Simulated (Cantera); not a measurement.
A Cantera script and its output.

```python
import numpy as np
import cantera as ct

gas = ct.Solution("h2o2.yaml")
gas.TPX = 1100, 73000, {'H2': 0.61, 'O2': 1, 'N2': 1.6}
reactor = ct.IdealGasConstPressureReactor(gas, energy="off", clone=False)
net = ct.ReactorNet([reactor])
net.rtol, net.atol = 1e-08, 1e-18
show = ['H2', 'O2', 'H', 'OH', 'H2O', 'HO2']
times = np.geomspace(1e-05, 100, 12)

steps = ct.SolutionArray(gas, extra=["t"])
rows = []
print(f"{'t/s':>10s}{'T/K':>9s}{'P/Pa':>11s}" + "".join(f"{s:>11s}" for s in show))
for t in times:
    while net.time < t:
        t_next = net.step()
        steps.append(gas.state, t=t_next)
    rows.append([np.interp(t, steps.t, y) for y in (steps.T, steps.P, *steps(*show).X.T)])
    print(f"{t:10.3e}{rows[-1][0]:9.1f}{rows[-1][1]:11.4g}" + "".join(f"{x:11.3e}" for x in rows[-1][2:]))
rate = np.gradient(steps.T, steps.t)
print("integrator steps:", len(steps.t))
if steps.T.max() > steps.T[0] + 200:
    print(f"time of steepest temperature rise: {steps.t[rate.argmax()]:.4e} s")
gas.TPX = 1100, 73000, {'H2': 0.61, 'O2': 1, 'N2': 1.6}
gas.equilibrate("TP")
print(f"equilibrium (TP): T = {gas.T:.1f} K  " + "  ".join(f"{s} {gas[s].X[0]:.3e}" for s in show))
```

Output:

```
       t/s      T/K       P/Pa         H2         O2          H         OH        H2O        HO2
 1.000e-05   1100.0    7.3e+04  1.900e-01  3.115e-01  9.265e-09  1.314e-09  1.114e-08  6.575e-09
 4.329e-05   1100.0    7.3e+04  1.900e-01  3.115e-01  1.892e-05  2.803e-06  3.281e-05  7.347e-06
 1.874e-04   1100.0    7.3e+04  8.357e-03  2.420e-01  1.399e-04  4.167e-04  2.003e-01  1.370e-04
 8.111e-04   1100.0    7.3e+04  2.891e-03  2.403e-01  4.649e-06  4.589e-05  2.067e-01  6.496e-05
 3.511e-03   1100.0    7.3e+04  1.114e-03  2.396e-01  6.662e-07  1.733e-05  2.087e-01  3.101e-05
 1.520e-02   1100.0    7.3e+04  2.036e-04  2.393e-01  4.644e-08  6.702e-06  2.097e-01  7.590e-06
 6.579e-02   1100.0    7.3e+04  1.945e-05  2.392e-01  1.420e-09  2.114e-06  2.100e-01  8.537e-07
 2.848e-01   1100.0    7.3e+04  2.369e-07  2.392e-01  1.192e-11  1.308e-06  2.100e-01  1.622e-08
 1.233e+00   1100.0    7.3e+04  6.699e-10  2.392e-01  8.235e-13  1.152e-06  2.100e-01  5.741e-09
 5.337e+00   1100.0    7.3e+04  6.665e-10  2.392e-01  7.865e-13  1.105e-06  2.100e-01  5.889e-09
 2.310e+01   1100.0    7.3e+04  6.665e-10  2.392e-01  7.864e-13  1.105e-06  2.100e-01  5.889e-09
 1.000e+02   1100.0    7.3e+04  6.665e-10  2.392e-01  7.864e-13  1.105e-06  2.100e-01  5.889e-09
integrator steps: 1749
equilibrium (TP): T = 1100.0 K  H2 6.665e-10  O2 2.392e-01  H 7.864e-13  OH 1.105e-06  H2O 2.100e-01  HO2 5.889e-09
```

Cantera simulation using the H2/O2 subset of GRI-Mech 3.0, which has no nitrogen chemistry; the numbers are that mechanism's predictions, not measurements. The temperature is held fixed by assumption; the heat of reaction is taken as removed at once.
